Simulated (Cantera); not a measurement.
# Pyrogenic steam for wet oxidation

An isothermal, constant-pressure homogeneous reactor starts with 78.8 % H2, 6.06 % O2, 15.2 % N2, at 1125 K and 750 Torr.

Cantera simulation using GRI-Mech 3.0 (53 species, 325 reactions); the numbers are that mechanism's predictions, not measurements. The temperature is held fixed by assumption; the heat of reaction is taken as removed at once.

```tsv
t (s)	x H2	x O2	x H2O	x O	x H2O2	x N2O
0.000700	0.707	8.61e-8	0.129	1.66e-8	1.20e-10	9.73e-12
0.00190	0.709	9.21e-10	0.129	1.70e-9	3.61e-11	2.34e-12
0.00515	0.709	6.07e-11	0.129	2.10e-10	1.14e-11	<1e-12
0.0140	0.710	1.24e-11	0.129	2.75e-11	3.20e-12	<1e-12
0.0378	0.710	2.67e-12	0.129	3.70e-12	<1e-12	<1e-12
0.103	0.710	<1e-12	0.129	<1e-12	<1e-12	<1e-12
0.278	0.710	<1e-12	0.129	<1e-12	<1e-12	<1e-12
0.755	0.710	<1e-12	0.129	<1e-12	<1e-12	<1e-12
2.05	0.710	<1e-12	0.129	<1e-12	<1e-12	<1e-12
5.55	0.710	<1e-12	0.129	<1e-12	<1e-12	<1e-12
15.0	0.710	<1e-12	0.129	<1e-12	<1e-12	<1e-12
40.8	0.710	<1e-12	0.129	<1e-12	<1e-12	<1e-12
111	0.710	<1e-12	0.129	<1e-12	<1e-12	<1e-12
300	0.710	<1e-12	0.129	<1e-12	<1e-12	<1e-12
```
x: mole fraction; the columns are a selection and need not sum to one.

Equilibrium at this temperature and pressure: H2 0.710, O2 <1e-12, H2O 0.129, O <1e-12, H2O2 <1e-12, N2O <1e-12 (gas phase only).
